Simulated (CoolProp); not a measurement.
A single-stage vapour-compression cycle with the fluid: evaporating at 197.15 K (dew point), condensing at 239.15 K (bubble point), superheat 0 K, subcooling 8 K, compressor efficiency 0.75, no pressure losses. The same conditions are run with several fluids, on thermodynamics alone (safety and materials aside).

The numbers come from the reference Helmholtz-energy equation of state of each fluid (hydrogen chloride: Thol 2018; C2F6 (R116): Lemmon 2006; fluoroethane (R161): Wu 2012; ethane: Bücker 2006; R22: Kamei 1995; propylene: Lemmon 2013) in CoolProp.

```csv
fluid,cooling COP,pressure ratio,discharge temperature (K),refrigerating effect (kJ/kg),volumetric capacity (kJ/m³)
hydrogen chloride,2.90,[?],361.3,376,1430
C2F6 (R116),2.93,5.89,249.1,82.1,823
fluoroethane (R161),[?],10.3,[?],[?],136
ethane,3.03,4.94,286.8,383,1410
R22,3.09,[?],316.7,218,159
propylene,3.14,8.04,293.3,395,231
```

**Question.** Some entries are withheld; supply them.

**Answer.** 
- hydrogen chloride, pressure ratio: 5.74
- fluoroethane (R161), cooling COP: 3.11
- fluoroethane (R161), discharge temperature (K): 313.5
- fluoroethane (R161), refrigerating effect (kJ/kg): 398
- R22, pressure ratio: 10.0
